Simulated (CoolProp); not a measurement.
Octamethylcyclotetrasiloxane (D4) along the isotherm 346.85 °C: Z from the reference equation and from simpler models built on Tc = 313.4 °C, pc = 1.347 MPa, ω = 0.598; each cubic takes its own stable root.

The numbers come from the reference Helmholtz-energy equation of state, Thol 2015 in CoolProp.

```
p (MPa)          phase  reference  van der Waals  Redlich-Kwong  Soave-Redlich-Kwong
-------  -------------  ---------  -------------  -------------  -------------------
0.00639            gas     0.9987         0.9988         0.9986               0.9987
0.0145             gas     0.9969         0.9972         0.9969               0.9971
0.0331             gas     0.9930         0.9936         0.9928               0.9933
0.0753             gas     0.9840         0.9853         0.9836               0.9847
0.171              gas     0.9632         0.9662         0.9624               0.9648
0.39               gas     0.9134         0.9198         0.9116                    …
0.888              gas     0.7869         0.7959         0.7805                    …
2.02     supercritical     0.3946         0.3837              …               0.4493
```

Question: Complete the blanks.

Answer: 
- 0.39, Soave-Redlich-Kwong: 0.9177
- 0.888, Soave-Redlich-Kwong: 0.7991
- 2.02, Redlich-Kwong: 0.3639
